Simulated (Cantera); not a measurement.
What does this Cantera script print?

```python
import numpy as np
import cantera as ct

gas_names = """
    Ba BaF BaF2 F F2 H HF H2 H2F2 H3F3 H4F4 H5F5 H6F6 H7F7
""".split()
cond_names = """
    Ba(cr) Ba(L) BaF2(a) BaF2(b,c) BaF2(L)
""".split()


# ... load() reads the species with a 1 bar reference pressure and builds the phases ...
atoms = {
    'BaF2': {'Ba': 1, 'F': 2},
    'HF': {'H': 1, 'F': 1},
    'H2': {'H': 2},
}
top_T = {}  # K; cautious upper limits of use, not melting points


# ... equilibrate(T, P, feed) seeds the gas with the atoms and calls Mixture.equilibrate('TP', solver="vcs", rtol=1e-11, max_steps=5000) ...
results = []
feed = {'BaF2': 1, 'HF': 0.091, 'H2': 270}  # mol
P = 1  # Pa
for T in [1473, 1498, 1523, 1548, 1573, 1598, 1623, 1648, 1673, 1698, 1723, 1748, 1773]:
    mix = equilibrate(T, P, feed)
    results.append((T, P, feed, dict(zip(mix.species_names, mix.species_moles))))

top = {s: max(r[3][s] / sum(r[3][g] for g in gas_names) for r in results) for s in gas_names}
cols = sorted((s for s in top if top[s] > 0.001), key=lambda s: -top[s])[:7]
seen = [c for c in cond_names if any(r[3].get(c, 0) > 1e-12 for r in results)]
print("log10 of partial pressures in bar; condensed amounts in mol")
print(f"{'T/K':>10s}" + "".join(f"{s[:9]:>10s}" for s in cols + seen))
for T, P, feed, n in results:
    ng = sum(n[g] for g in gas_names)
    print(f"{T:10.4g}" + "".join(f"{np.log10(max(n[s] / ng * P / 1e5, 1e-99)):10.3f}" for s in cols)
          + "".join(f"{n.get(c, 0):10.4g}" for c in seen))
```

Output:

```
log10 of partial pressures in bar; condensed amounts in mol
       T/K        H2         H        HF       BaF      BaF2        Ba
      1473    -5.005    -7.400    -7.561    -7.651    -7.868    -9.049
      1498    -5.005    -7.267    -7.530    -7.624    -7.929    -8.919
      1523    -5.006    -7.139    -7.501    -7.602    -7.995    -8.796
      1548    -5.007    -7.015    -7.476    -7.586    -8.064    -8.680
      1573    -5.009    -6.895    -7.452    -7.575    -8.138    -8.572
      1598    -5.011    -6.779    -7.430    -7.568    -8.214    -8.470
      1623    -5.013    -6.667    -7.410    -7.567    -8.293    -8.375
      1648    -5.016    -6.558    -7.392    -7.570    -8.375    -8.287
      1673    -5.019    -6.453    -7.375    -7.577    -8.460    -8.206
      1698    -5.023    -6.352    -7.358    -7.589    -8.546    -8.132
      1723    -5.029    -6.253    -7.343    -7.605    -8.635    -8.064
      1748    -5.035    -6.159    -7.330    -7.625    -8.725    -8.003
      1773    -5.043    -6.067    -7.317    -7.649    -8.818    -7.947
```

Cantera equilibrium calculation (NASA polynomials, part measured and part estimated; ideal gas, pure solids and liquids).
